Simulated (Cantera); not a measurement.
An isothermal plug-flow reactor at 650 K and 5.00 bar (inlet), inlet velocity 0.23 m/s, active area per volume 160 1/m; feed H2 : O2 : N2 = 0.0076 : 0.19 : 0.79 (molar parts).

Model: Deutschmann's 1995 Pt surface mechanism with GRI-Mech 3.0 gas chemistry, integrated in Cantera. Catalytic surfaces can have several steady states; this one follows from the mechanism file's or the stated starting coverage. Mass transfer to the wall is taken as infinitely fast.

x: gas mole fraction; θ: surface coverage.

| z (m) | x H2 | x O2 | x H2O | θ free Pt | θ O* | θ OH* |
|---|---|---|---|---|---|---|
| 4.6e-05 | 0.00721 | 0.192 | 0.000489 | 0.0645 | 0.927 | 0.00894 |
| 7.7e-05 | 0.00691 | 0.192 | 0.000785 | 0.0619 | 0.929 | 0.00900 |
| 0.00013 | 0.00646 | 0.192 | (withheld) | 0.0579 | 0.933 | 0.00904 |
| 0.00021 | 0.00588 | 0.192 | 0.00182 | 0.0528 | 0.938 | 0.00904 |
| 0.00036 | (withheld) | 0.191 | (withheld) | (withheld) | 0.946 | 0.00890 |
| 0.0006 | 0.00408 | 0.191 | 0.00363 | 0.0368 | 0.955 | 0.00854 |
| 0.001 | 0.00310 | 0.191 | 0.00461 | 0.0280 | 0.964 | 0.00791 |
| 0.0017 | 0.00218 | 0.190 | 0.00553 | 0.0198 | 0.973 | 0.00699 |
| 0.0028 | 0.00149 | 0.190 | 0.00623 | 0.0135 | 0.980 | 0.00599 |
| 0.0046 | 0.000976 | 0.190 | 0.00674 | 0.00893 | 0.986 | 0.00499 |

Task: Fill in the missing entries.

Result: 
- 0.00013, x H2O: 0.00124
- 0.00036, x H2: 0.00503
- 0.00036, x H2O: 0.00268
- 0.00036, θ free Pt: 0.0452
